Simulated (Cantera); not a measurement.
Feed: 1 mol SiO2, 0.8 mol CO, 9.6 mol N2, at 1352 °C and 10.0 mbar.

These are equilibrium values from Cantera (NASA tables, ideal gas, pure condensed phases), not measurements of a reactor. Candidate condensed phases: C, Si, SiC, SiO2, Si2N2O, Si3N4; 34 gas species. The tables hold silica as quartz up to 1696 K and as liquid above; real silica turns to tridymite and cristobalite and melts near 1996 K. Kinetics and transport are ignored.

Base state: N2 0.923, CO 0.0766, SiO 0.000343, CO2 0.000343 (mole fractions); condensed: SiO2(β-quartz).

**Question.** What changes in the equilibrium state with this change: SiO2 replaced by Fe3O4?

**Answer.** 
```
species                before    after
-------------------  --------  -------
N2                      0.923    0.923
CO2                  0.000343   0.0733
CO                     0.0766  0.00357
SiO                  0.000343        0
O2                      <1e-9  3.20e-5
NO                    6.28e-9  2.87e-5
SiO2(β-quartz), mol     0.996        0
FeO(s), mol                 0     2.29
Fe3O4(s), mol               0    0.236
```
Mutual solubility and eutectic melting of coexisting phases are not modelled. The tables' stoichiometric FeO is somewhat more stable than real wüstite, so its field is too wide. FeO: taken at fixed stoichiometry. Further candidate phases: Fe, Fe(CO)5, FeO, Fe2O3, Fe3O4.
